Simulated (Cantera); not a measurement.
An adiabatic, constant-volume homogeneous reactor starts with CH₃OH : O₂ : N₂ = 1 : 2.83 : 10.6 (molar parts), equivalence ratio 0.53, at 1775 K and 24.7 atm. Integrator tolerance rtol = 1e-08.

Computed with Cantera and GRI-Mech 3.0 (53 species, 325 reactions). GRI-Mech 3.0 was tuned for natural gas; its chemistry of methanol as a main component is partial and can be far from experiment. The pressure lies above the range GRI-Mech 3.0 was tuned for (to about 10 atm).

### Question
What does this change do: initial temperature 1775 to 1000 K?

### Answer
```json
[
 {"quantity": "time of steepest temperature rise", "before": "2.08 µs", "after": "53.4 ms"},
 {"quantity": "temperature at 1.00 s", "before": "2930 K", "after": "2425 K"},
 {"quantity": "equilibrium temperature", "before": "2930 K", "after": "2425 K"},
 {"quantity": "x(CH₃OH) at 1.00 s", "before": "<1e-12 (gas-phase equilibrium <1e-12)", "after": "<1e-12 (gas-phase equilibrium <1e-12)"},
 {"quantity": "x(O₂) at 1.00 s", "before": "0.0755 (gas-phase equilibrium 0.0755)", "after": "0.0823 (gas-phase equilibrium 0.0823)"},
 {"quantity": "x(OH) at 1.00 s", "before": "0.0152 (gas-phase equilibrium 0.0152)", "after": "0.00367 (gas-phase equilibrium 0.00367)"},
 {"quantity": "x(CH₂CO) at 1.00 s", "before": "<1e-12 (gas-phase equilibrium <1e-12)", "after": "<1e-12 (gas-phase equilibrium <1e-12)"},
 {"quantity": "x(CH₂) at 1.00 s", "before": "<1e-12 (gas-phase equilibrium <1e-12)", "after": "<1e-12 (gas-phase equilibrium <1e-12)"},
 {"quantity": "x(CH₂O) at 1.00 s", "before": "3.44e-10 (gas-phase equilibrium 3.44e-10)", "after": "4.28e-12 (gas-phase equilibrium 4.28e-12)"}
]
```

### Question
What does this change do: constant pressure in place of constant volume?

### Answer
| quantity | before | after |
|---|---|---|
| time of steepest temperature rise | 2.08 µs | 2.46 µs |
| temperature at 1.00 s | 2930 K | 2743 K |
| equilibrium temperature | 2930 K | 2743 K |
| x(CH₃OH) at 1.00 s | <1e-12 (gas-phase equilibrium <1e-12) | <1e-12 (gas-phase equilibrium <1e-12) |
| x(O₂) at 1.00 s | 0.0755 (gas-phase equilibrium 0.0755) | 0.0781 (gas-phase equilibrium 0.0781) |
| x(OH) at 1.00 s | 0.0152 (gas-phase equilibrium 0.0152) | 0.0113 (gas-phase equilibrium 0.0113) |
| x(CH₂CO) at 1.00 s | <1e-12 (gas-phase equilibrium <1e-12) | <1e-12 (gas-phase equilibrium <1e-12) |
| x(CH₂) at 1.00 s | <1e-12 (gas-phase equilibrium <1e-12) | <1e-12 (gas-phase equilibrium <1e-12) |
| x(CH₂O) at 1.00 s | 3.44e-10 (gas-phase equilibrium 3.44e-10) | 8.29e-11 (gas-phase equilibrium 8.29e-11) |
